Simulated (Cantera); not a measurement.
Input (Python, Cantera):

```python
import numpy as np
import cantera as ct

gas = ct.Solution("h2o2.yaml")


def delay(T, t_max=10):
    gas.TPX = T, 240000, {'H2': 1, 'O2': 0.333, 'N2': 2.2}
    reactor = ct.IdealGasReactor(gas, clone=False)
    net = ct.ReactorNet([reactor])
    net.rtol, net.atol = 1e-8, 1e-16
    while net.time < t_max:
        t_old, T_old = net.time, reactor.T
        net.step()
        if reactor.T > T + 400:  # ignition: a rise of 400 K
            return t_old + (T + 400 - T_old) / (reactor.T - T_old) * (net.time - t_old)
    return np.nan


taus = []
for T in [1125, 1225, 1325, 1425, 1525, 1625, 1725, 1825]:
    taus.append(delay(T))
    print(f"T0 = {T:6g} K   tau = {taus[-1]:.4e} s")

# d ln(tau) / d ln(k), from doubling and halving each rate constant
T, sens = 1225, []
for i in range(gas.n_reactions):
    gas.set_multiplier(2.0, i)
    up = delay(T)
    gas.set_multiplier(0.5, i)
    down = delay(T)
    gas.set_multiplier(1.0, i)
    sens.append((np.log(up / down) / np.log(4.0), gas.reaction(i).equation))
sens.sort(key=lambda x: -abs(x[0]))
print(f"sensitivities at {T} K")
for s, eq in sens[:10]:
    print(f"{s:8.3f}  {eq}")
```

Result:

```
T0 =   1125 K   tau = 6.0542e-05 s
T0 =   1225 K   tau = 2.6094e-05 s
T0 =   1325 K   tau = 1.5518e-05 s
T0 =   1425 K   tau = 1.0636e-05 s
T0 =   1525 K   tau = 8.0470e-06 s
T0 =   1625 K   tau = 6.6201e-06 s
T0 =   1725 K   tau = 5.8632e-06 s
T0 =   1825 K   tau = 5.5368e-06 s
sensitivities at 1225 K
  -0.961  H + O2 <=> O + OH
  -0.128  H2 + O <=> H + OH
   0.126  H + O2 + N2 <=> HO2 + N2
   0.091  H + O2 + M <=> HO2 + M
  -0.052  H2 + OH <=> H + H2O
  -0.042  H + HO2 <=> H2 + O2
  -0.035  H + HO2 <=> 2 OH
   0.015  H + O2 + O2 <=> HO2 + O2
  -0.011  H + O2 + H2O <=> HO2 + H2O
  -0.003  H + H2O2 <=> H2 + HO2
```

Detailed kinetics in Cantera: the H2/O2 subset of GRI-Mech 3.0, which has no nitrogen chemistry. The hydrogen kinetics of GRI-Mech 3.0 are dated; newer H2 mechanisms differ, most at raised pressure. Where the delays flatten at high temperature, the 400 K rule measures the pace of heat release, not the induction time.
